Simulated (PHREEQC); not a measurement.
A PHREEQC speciation (ion-association model, phreeqc.dat) at 20 °C gives pH 3.46 and these molalities:

```csv
species,mol/kgw
Cd+2,0.118
CdSO4,0.108
SO4-2,0.0592
Cd(SO4)2-2,0.0588
CdCl+,0.000726
HSO4-,0.000524
H+,0.000456
Cl-,0.000253
CdCl2,3.25e-7
```

What are the element totals, and what could have been dissolved in 1 kg of water to give them?

One answer among several that fit: totals Cd 0.285, Cl 0.000980, S(6) 0.285 mol/kgw, from 0.285 mol/kgw CdSO4 and 0.00098 mol/kgw HCl.

No solid was allowed to form. Complexes and solids missing from the database can't appear.
